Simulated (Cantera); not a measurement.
Input: 1 mol SiCl4, 5.7 mol HCl, 6.1 mol H2, equilibrated at 1600 K and 13300 Pa.

Equilibrium computed with Cantera from the NASA thermochemical tables; the gas is ideal and each condensed phase is pure. Candidate condensed phases: Si; 19 gas species. The tables' values for SiCl3 are old estimates; treat these amounts as uncertain. The numbers say what is thermodynamically allowed, not how fast it happens.

Base state: HCl 0.522, H2 0.404, SiCl2 0.0398, SiCl4 0.0164, SiCl3 0.0163, SiHCl3 0.00183, Cl 9.67e-5, H 9.46e-5 (mole fractions); condensed: gas only.

Q: What changes in the equilibrium state with this change: temperature from 1600 K to 850 K?

A: 
```csv
species,before,after
H2,0.404,0.476
HCl,0.522,0.445
SiCl4,0.0164,0.0780
SiCl2,0.0398,<1e-9
SiCl3,0.0163,9.83e-7
Cl,9.67e-5,<1e-9
H,9.46e-5,<1e-9
```

Q: What changes in the equilibrium state with this change: SiCl4 replaced by Si?

A: 
```tsv
species	before	after
H2	0.404	0.621
HCl	0.522	0.293
SiCl2	0.0398	0.0662
SiCl4	0.0164	0.00558
SiCl3	0.0163	0.0123
SiH2Cl2	3.42e-5	8.77e-5
Cl	9.67e-5	4.37e-5
```
